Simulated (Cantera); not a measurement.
An adiabatic, constant-pressure homogeneous reactor starts with 16.8 % H₂, 17.4 % O₂, 65.8 % N₂, equivalence ratio 0.48, at 1175 K and 100000 Pa.

Model: the H2/O2 subset of GRI-Mech 3.0, which has no nitrogen chemistry, integrated in Cantera.

x: mole fraction; the columns are a selection and need not sum to one.

| t (s) | T (K) | x H₂ | x O₂ | x OH | x O | x H₂O₂ |
|---|---|---|---|---|---|---|
| 4.00e-6 | 1175 | 0.168 | 0.174 | 7.71e-10 | 1.42e-9 | 8.99e-12 |
| 9.30e-6 | 1175 | 0.168 | 0.174 | 5.37e-9 | 1.03e-8 | 6.15e-11 |
| 2.16e-5 | 1175 | 0.168 | 0.174 | 2.38e-7 | 4.57e-7 | 1.54e-9 |
| 5.03e-5 | 1229 | 0.140 | 0.162 | 0.00189 | 0.00295 | 2.34e-6 |
| 0.000117 | 2095 | 0.00846 | 0.0930 | 0.0173 | 0.0115 | 3.51e-7 |
| 0.000272 | 2269 | [?] | 0.0951 | [?] | [?] | [?] |
| 0.000632 | 2311 | 0.00134 | 0.0962 | 0.00862 | 0.00175 | 2.46e-7 |
| 0.00147 | 2313 | 0.00128 | 0.0963 | 0.00843 | 0.00167 | 2.51e-7 |
| 0.00342 | 2313 | 0.00128 | 0.0963 | 0.00843 | 0.00167 | 2.51e-7 |
| 0.00795 | 2313 | 0.00128 | 0.0963 | 0.00843 | 0.00167 | 2.51e-7 |
| 0.0185 | 2313 | 0.00128 | 0.0963 | 0.00843 | 0.00167 | 2.51e-7 |
| 0.0430 | 2313 | 0.00128 | 0.0963 | 0.00843 | 0.00167 | 2.51e-7 |
| 0.100 | 2313 | 0.00128 | 0.0963 | 0.00843 | 0.00167 | 2.51e-7 |

**Question.** Some entries are withheld; supply them.

**Answer.** 
- 0.000272, x H₂: 0.00275
- 0.000272, x OH: 0.0118
- 0.000272, x O: 0.00360
- 0.000272, x H₂O₂: 2.12e-7
